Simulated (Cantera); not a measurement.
What does this Cantera script print?

```python
import numpy as np
import cantera as ct

gas = ct.Solution("gri30.yaml")
gas.TPX = 625, 1000000, {'H2': 1, 'O2': 0.357, 'N2': 1.34, 'H2O': 0.54}
inlet = ct.Reservoir(gas, clone=True)
gas.equilibrate("HP")  # start burning
reactor = ct.IdealGasConstPressureReactor(gas, energy="on", clone=False)
exhaust = ct.Reservoir(gas, clone=True)
tau = [0.12, 0.038, 0.013, 0.0042, 0.0014, 0.00047, 0.00015, 5.1e-05, 1.7e-05][0]
for a, b in ((inlet, reactor), (reactor, exhaust)):
    ct.MassFlowController(a, b, mdot=lambda t: reactor.mass / tau)
net = ct.ReactorNet([reactor])
show = ['H2', 'O2', 'H2O', 'H2O2', 'NO', 'N2O', 'H']

rows = []
print(f"{'tau/s':>10s}{'T/K':>9s}" + "".join(f"{s:>11s}" for s in show))
for tau in [0.12, 0.038, 0.013, 0.0042, 0.0014, 0.00047, 0.00015, 5.1e-05, 1.7e-05]:
    net.initial_time = 0.0
    net.advance(30 * tau)
    before = gas.X
    net.advance(40 * tau)
    drift = np.max(np.abs(gas.X - before) / (gas.X + 1e-9))
    rows.append([gas.T, *gas[show].X, drift])
    print(f"{tau:10.3e}{gas.T:9.1f}" + "".join(f"{x:11.3e}" for x in gas[show].X))
```

Result:

```
     tau/s      T/K         H2         O2        H2O       H2O2         NO        N2O          H
 1.200e-01   2179.8  9.919e-02  1.147e-05  4.348e-01  8.382e-09  2.360e-05  3.957e-09  5.449e-04
 3.800e-02   2179.0  9.920e-02  2.855e-05  4.347e-01  1.292e-08  1.805e-05  4.274e-09  6.219e-04
 1.300e-02   2177.0  9.921e-02  6.400e-05  4.345e-01  2.507e-08  1.317e-05  5.162e-09  7.967e-04
 4.200e-03   2172.6  9.924e-02  1.368e-04  4.340e-01  6.038e-08  1.060e-05  7.173e-09  1.181e-03
 1.400e-03   2164.7  9.931e-02  2.728e-04  4.330e-01  1.486e-07  9.886e-06  1.067e-08  1.867e-03
 4.700e-04   2151.3  9.949e-02  5.394e-04  4.313e-01  3.431e-07  9.981e-06  1.625e-08  3.000e-03
 1.500e-04   2127.5  1.000e-01  1.110e-03  4.283e-01  7.251e-07  1.038e-05  2.505e-08  4.889e-03
 5.100e-05   2090.2  1.012e-01  2.196e-03  4.234e-01  1.292e-06  1.078e-05  3.671e-08  7.657e-03
 1.700e-05   2028.3  1.040e-01  4.377e-03  4.150e-01  2.120e-06  1.079e-05  5.152e-08  1.187e-02
```

Model: GRI-Mech 3.0 (53 species, 325 reactions), integrated in Cantera. The hydrogen kinetics of GRI-Mech 3.0 are dated; newer H2 mechanisms differ, most at raised pressure.
